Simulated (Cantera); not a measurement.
A closed system holds: 1 mol C2H5OH, 0.18 mol NH3, held at 1723 K and 2.00 bar.

Cantera equilibrium calculation (NASA polynomials, part measured and part estimated; ideal gas, pure solids and liquids). Candidate condensed phases: C, C6H6, C7H8, C8H18, H2O; 136 gas species. Kinetics and transport are ignored.

Base state: H2 0.748, CO 0.229, N2 0.0204, CH4 0.00113, HCN 0.000512, H2O 0.000146, H 0.000112, C2H2 (acetylene) 6.77e-5 (mole fractions); condensed: C(graphite).

**Question.** What changes in the equilibrium state with this change: temperature from 1723 K to 2675 K?

**Answer.** 
```
species              before     after
-----------------  --------  --------
H2                    0.748     0.702
CO                    0.229     0.226
H                  0.000112    0.0306
C2H2 (acetylene)    6.77e-5    0.0151
HCN                0.000512    0.0106
N2                   0.0204    0.0142
C2H                   <1e-9   6.68e-5
C4H2                2.40e-9  0.000135
CN                    <1e-9   3.38e-5
C2H2 (vinylidene)   1.10e-9   2.04e-5
HNC                 1.62e-5   0.00150
C(graphite), mol      0.993     0.808
```

**Question.** What changes in the equilibrium state with this change: NH3 from 0.18 to 1.9 mol?

**Answer.** 
```json
[
 {"species": "H2", "before": "0.748", "after": "0.748"},
 {"species": "CO", "before": "0.229", "after": "0.128"},
 {"species": "N2", "before": "0.0204", "after": "0.121"},
 {"species": "HCN", "before": "0.000512", "after": "0.00125"},
 {"species": "CO2", "before": "1.28e-5", "after": "3.98e-6"},
 {"species": "HNC", "before": "1.62e-5", "after": "3.96e-5"},
 {"species": "C(graphite), mol", "before": "0.993", "after": "0.981"}
]
```

**Question.** What changes in the equilibrium state with this change: NH3 from 0.18 to 0.54 mol?

**Answer.** 
```
species             before     after
----------------  --------  --------
H2                   0.748     0.748
CO                   0.229     0.197
N2                  0.0204    0.0528
HCN               0.000512  0.000824
HNC                1.62e-5   2.61e-5
NH3                6.38e-6   1.03e-5
CO2                1.28e-5   9.39e-6
H2O               0.000146  0.000125
C(graphite), mol     0.993     0.990
```
